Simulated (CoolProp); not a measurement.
Vapour-liquid equilibrium of R143a (1) + R125 (2) at 0.127 bar; x and y are mole fractions of (1).

Values from CoolProp's multi-fluid Helmholtz-energy mixture model, Lemmon and Jacobsen 2000 and Lemmon 2005; pair parameters Lemmon 2004.

Problem. Give the bubble temperature and the first vapour's composition at x = 0.35, 0.75, 0.85. Is there an azeotrope?

Solution. x = 0.35: -82.0 °C, y = 0.336; x = 0.75: -82.3 °C, y = 0.778; x = 0.85: -82.6 °C, y = 0.875. y crosses x between x = 0.45 and 0.55: the model has an azeotrope there.

Pair parameters are fitted to limited data, so mixtures are less certain than the pure fluids.
